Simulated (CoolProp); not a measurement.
The fluid at 498.78 K and 1.23 MPa is compressed adiabatically to 2.48 MPa with isentropic efficiency 0.8. The same conditions are run with several fluids, on thermodynamics alone (safety and materials aside).

Values from CoolProp's reference Helmholtz-energy equation of state of each fluid (dimethyl carbonate: Zhou 2011; propylene: Lemmon 2013; ethanol: Schroeder 2014).

```csv
fluid,work (kJ/kg),final temperature (K),final density (kg/m³)
dimethyl carbonate,33.5,530.7,67.6
propylene,85.6,539.4,24.5
ethanol,74.5,541.1,28.2
```
